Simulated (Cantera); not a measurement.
An adiabatic, constant-pressure homogeneous reactor starts with 14.1 % H2, 18.0 % O2, 67.9 % N2, at 1325 K and 9.00 bar.

Computed with Cantera and GRI-Mech 3.0 (53 species, 325 reactions). The hydrogen kinetics of GRI-Mech 3.0 are dated; newer H2 mechanisms differ, most at raised pressure.

One state of this run: T (K) = 2292; x H2 = 0.000291; x O2 = 0.116; x H = 5.33e-5; x N2O = 1.69e-6; x NO = 0.00208. x: mole fraction; the columns are a selection and need not sum to one.

Q: Which value of t (s) does it belong to?
A. 2.30e-5
B. 2.00e-6
C. 1.02e-5
D. 0.00684

A: D, 0.00684
